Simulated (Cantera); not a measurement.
A closed system holds: 1 mol Fe2O3, 0.76 mol CH4, 0.73 mol H2, equilibrated at 1.40 bar.

These are equilibrium values from Cantera (NASA tables, ideal gas, pure condensed phases), not measurements of a reactor. Candidate condensed phases: C, C6H6, C7H8, C8H18, Fe, Fe(CO)5, FeO, Fe(OH)2, Fe(OH)3, Fe2O3, Fe3O4, H2O; 114 gas species. Each liquid is taken as pure. Mutual solubility and eutectic melting of coexisting phases are not modelled. The tables' stoichiometric FeO is somewhat more stable than real wüstite, so its field is too wide. FeO: taken at fixed stoichiometry. Equilibrium is a limit: real reactors are often held back by kinetics, nucleation or transport.

Task: Which condensed phases are stable at each of these points (T (K)): 1425, 1525, 1625, 1725, 1825, 1925, 2025, 2125?

Result: 
```
T (K)  condensed phases  Fe condensed (%)
-----  ----------------  ----------------
1425     Fe(γ) + FeO(s)             100.0
1525     Fe(γ) + FeO(s)             100.0
1625     Fe(γ) + FeO(s)             100.0
1725     Fe(δ) + FeO(l)             100.0
1825     Fe(l) + FeO(l)             100.0
1925     Fe(l) + FeO(l)             100.0
2025     Fe(l) + FeO(l)              99.9
2125     Fe(l) + FeO(l)              99.8
```

From 1425 K to 1625 K the condensed part is Fe(γ) + FeO(s). At 1725 K the condensed part is Fe(δ) + FeO(l). From 1825 K to 2125 K the condensed part is Fe(l) + FeO(l).
